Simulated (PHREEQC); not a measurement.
# Silver or lead bath (model solution)

Solution (20 °C): 0.21 mol/kgw AgF, 0.028 mol/kgw HNO3 and 0.001 mol/kgw Cu(NO3)2. Closed to the air; pH follows from the charge balance.

Model: ion-association model, wateq4f.dat, run in PHREEQC.

Precipitation was switched off in this run.

Problem. Estimate the pH, ionic strength.

Solution. pH 3.90; ionic strength 0.179 mol/kgw.

Problem. In which forms is F present?

Solution. F- 67 %, AgF 15 %, HF2- 8.7 %, HF 8.0 %, H2F2 0.9 % of the F.

Complexes and solids missing from the database can't appear.
